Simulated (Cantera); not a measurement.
Feed: 1 mol Cu₂O, 47 mol H₂, 11 mol N₂, at 1.20 bar.

Method: chemical equilibrium by Gibbs-energy minimisation in Cantera with the NASA 1993 tables (ideal gas, pure condensed phases). Candidate condensed phases: Cu, CuO, Cu(OH)₂, Cu₂O, H₂O; 27 gas species. Kinetics and transport are ignored.

Question: At 2000 °C, list the 4 most abundant gas species with their mole fractions, and the condensed phases.

Answer: H₂ 0.761, N₂ 0.183, Cu 0.0326, H₂O 0.0166. Condensed: gas only.
